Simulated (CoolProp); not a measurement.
Computed with CoolProp (reference Helmholtz-energy equation of state, Lemmon 2003). It is a pseudo-pure fit of the blend.

Problem. For R404A, give the phase and the cp (kJ/(kg K)), cv (kJ/(kg K)) at 349.6 K and 2.19 MPa; 392.6 K and 2.19 MPa.

Solution. 
- 349.6 K and 2.19 MPa: gas; cp 1.23, cv 0.944
- 392.6 K and 2.19 MPa: gas; cp 1.15, cv 0.975
